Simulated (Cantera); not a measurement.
Equilibrium for silicon epitaxy and polysilicon growth: SiHCl3 + Cl2 + N2

Input: 1 mol SiHCl3, 0.0042 mol Cl2, 89 mol N2, at 1.00 bar.

Cantera equilibrium calculation (NASA polynomials, part measured and part estimated; ideal gas, pure solids and liquids). Candidate condensed phases: NH4Cl, Si, Si3N4; 28 gas species. N2 is the only nitrogen source here; it is nearly inert below about 1500 K, so the nitride shown seldom forms there in practice. The tables' values for SiCl3 are old estimates; treat these amounts as uncertain. Equilibrium is a limit: real reactors are often held back by kinetics, nucleation or transport.

```
T (°C)   x N2    x HCl  x SiCl4   x SiCl2  n Si3N4(s)
------  -----  -------  -------  --------  ----------
750     0.984  0.00978  0.00589   3.30e-8       0.156
825     0.984  0.00990  0.00585   3.15e-7       0.157
900     0.984   0.0100  0.00581   2.24e-6       0.157
975     0.984   0.0101  0.00573   1.24e-5       0.157
1050    0.983   0.0101  0.00559   5.63e-5       0.156
1125    0.983   0.0102  0.00529  0.000212       0.152
1200    0.983   0.0102  0.00472  0.000673       0.142
1275    0.982   0.0101  0.00373   0.00178       0.120
1350    0.981  0.00996  0.00240   0.00383      0.0851
```
x: gas mole fraction; n: condensed amount in mol.

From 750 °C to 1350 °C the condensed part is Si3N4(s). The main Si-bearing gas is SiCl4 at 750 °C and SiCl2 at 1350 °C.
